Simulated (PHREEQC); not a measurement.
Solution (25 °C): 0.011 mol/kgw Ni(NO3)2, 0.047 mol/kgw Na2SO4 and 0.069 mol/kgw NiCl2. Closed to the air; pH follows from the charge balance.

The numbers come from PHREEQC with the ion-association model, wateq4f.dat.

| quantity | before | after |
|---|---|---|
| pH | 5.93 | 5.84 |
| ionic strength (mol/kgw) | 0.286 | 0.365 |
| SO4-2 (mol/kgw) | 0.0252 | 0.0228 |
| NiSO4 (mol/kgw) | 0.0188 | 0.0217 |
| SI of Ni(OH)2 (Ni(OH)2) | -0.74 | -0.77 |
| SI of Morenosite (NiSO4:7H2O) | -1.64 | -1.58 |

Problem. What was changed between the two runs?
(A) Ni(NO3)2 left out
(B) diluted 5-fold with water
(C) NiCl2 from 0.069 to 0.104 mol/kgw
(D) 0.059 mol/kgw NaAlO2 added
(E) Ni(NO3)2 from 0.011 to 0.0099 mol/kgw

Solution. C, NiCl2 from 0.069 to 0.104 mol/kgw

This is a speciation only: nothing precipitates in the calculation.
